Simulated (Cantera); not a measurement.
# Thermodynamics of roasting and sulfation, feed FeS + H2S + CO2

Input: 1 mol FeS, a varied amount of H2S, 3.4 mol CO2, equilibrated at 727 °C and 1000 Pa.

Equilibrium computed with Cantera from the NASA thermochemical tables; the gas is ideal and each condensed phase is pure. Candidate condensed phases: C, C6H6, C7H8, C8H18, Fe, Fe(CO)5, FeO, Fe(OH)2, Fe(OH)3, FeS, FeSO4, FeS2, Fe2O3, Fe2(SO4)3, Fe3O4, H2O, H2SO4, S; 127 gas species. FeS: taken at fixed stoichiometry. Gases not in the tables: S3 to S7. The numbers say what is thermodynamically allowed, not how fast it happens.

From 0.2 mol H2S to 0.8 mol H2S the condensed part is FeS(s).

```json
[
 {"n(H2S) (mol)": "0.2", "x CO2": "0.873", "x H2O": "0.0443", "x CO": "0.0460", "x H2S": "0.00662", "x S2": "0.0212", "x H2": "0.00335", "n FeS(s)": "1.00"},
 {"n(H2S) (mol)": "0.22", "x CO2": "0.864", "x H2O": "0.0475", "x CO": "0.0486", "x H2S": "0.00790", "x S2": "0.0230", "x H2": "0.00384", "n FeS(s)": "1.00"},
 {"n(H2S) (mol)": "0.25", "x CO2": "0.850", "x H2O": "0.0521", "x CO": "0.0522", "x H2S": "0.00996", "x S2": "0.0255", "x H2": "0.00459", "n FeS(s)": "1.00"},
 {"n(H2S) (mol)": "0.29", "x CO2": "0.833", "x H2O": "0.0576", "x CO": "0.0567", "x H2S": "0.0130", "x S2": "0.0287", "x H2": "0.00563", "n FeS(s)": "1.00"},
 {"n(H2S) (mol)": "0.33", "x CO2": "0.816", "x H2O": "0.0626", "x CO": "0.0608", "x H2S": "0.0162", "x S2": "0.0316", "x H2": "0.00671", "n FeS(s)": "1.00"},
 {"n(H2S) (mol)": "0.37", "x CO2": "0.800", "x H2O": "0.0672", "x CO": "0.0646", "x H2S": "0.0196", "x S2": "0.0343", "x H2": "0.00780", "n FeS(s)": "1.00"},
 {"n(H2S) (mol)": "0.42", "x CO2": "0.781", "x H2O": "0.0724", "x CO": "0.0689", "x H2S": "0.0241", "x S2": "0.0373", "x H2": "0.00918", "n FeS(s)": "1.00"},
 {"n(H2S) (mol)": "0.48", "x CO2": "0.760", "x H2O": "0.0780", "x CO": "0.0736", "x H2S": "0.0297", "x S2": "0.0407", "x H2": "0.0108", "n FeS(s)": "1.00"},
 {"n(H2S) (mol)": "0.54", "x CO2": "0.740", "x H2O": "0.0829", "x CO": "0.0777", "x H2S": "0.0355", "x S2": "0.0437", "x H2": "0.0125", "n FeS(s)": "1.00"},
 {"n(H2S) (mol)": "0.62", "x CO2": "0.715", "x H2O": "0.0887", "x CO": "0.0824", "x H2S": "0.0434", "x S2": "0.0474", "x H2": "0.0147", "n FeS(s)": "1.00"},
 {"n(H2S) (mol)": "0.7", "x CO2": "0.692", "x H2O": "0.0937", "x CO": "0.0866", "x H2S": "0.0515", "x S2": "0.0507", "x H2": "0.0168", "n FeS(s)": "1.00"},
 {"n(H2S) (mol)": "0.8", "x CO2": "0.665", "x H2O": "0.0990", "x CO": "0.0910", "x H2S": "0.0616", "x S2": "0.0543", "x H2": "0.0194", "n FeS(s)": "1.00"}
]
```
x: gas mole fraction; n: condensed amount in mol.
